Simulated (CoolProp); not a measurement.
Ethylene along the isobar 13.2 bar: fugacity coefficient from the reference equation and from simpler models built on Tc = 9.2 °C, pc = 50.42 bar, ω = 0.087; each cubic takes its own stable root.

Values from CoolProp's reference Helmholtz-energy equation of state, Smukala 2000.

| T (°C) | phase | reference |
|---|---|---|
| -28.75 | gas | 0.8643 |
| -13.25 | gas | 0.8877 |
| 2.15 | gas | 0.9059 |
| 17.55 | gas | 0.9204 |
| 32.95 | gas | 0.9322 |
| 48.35 | gas | 0.9419 |
| 63.85 | gas | 0.9501 |
| 79.25 | gas | 0.9569 |
| 94.65 | gas | 0.9626 |
| 110.05 | gas | 0.9675 |
| 125.45 | gas | 0.9717 |

Question: How far does each simpler model (Soave-Redlich-Kwong, Peng-Robinson) lie from the reference over these 11 states: mean and median of the absolute difference, and the worst?

Answer: 
- Soave-Redlich-Kwong: mean 0.1 %, median 0.1 %, worst +0.1 % at -28.75 °C and 13.2 bar
- Peng-Robinson: mean 0.9 %, median 0.9 %, worst -1.1 % at 2.15 °C and 13.2 bar
